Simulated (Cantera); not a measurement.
Feed: 1 mol CCl₄, 0.31 mol F₂, 0.15 mol H₂, equilibrated at 2850 K.

Method: chemical equilibrium by Gibbs-energy minimisation in Cantera with the NASA 1993 tables (ideal gas, pure condensed phases). Candidate condensed phases: C, C₆H₆, C₇H₈, C₈H₁₈; 118 gas species. Kinetics and transport are ignored.

Question: Which condensed phases are stable at each of these points (P (Pa)): 1, 6.80, 46, 320, 2200, 15000, 100000?

Answer: 
| P (Pa) | condensed phases | C condensed (%) |
|---|---|---|
| 1 | gas only | 0.0 |
| 6.80 | gas only | 0.0 |
| 46 | gas only | 0.0 |
| 320 | C(graphite) | 67.1 |
| 2200 | C(graphite) | 92.5 |
| 15000 | C(graphite) | 94.1 |
| 100000 | C(graphite) | 89.6 |

From 1.00e-5 bar to 0.000460 bar nothing is condensed. From 0.00320 bar to 1.00 bar the condensed part is C(graphite).
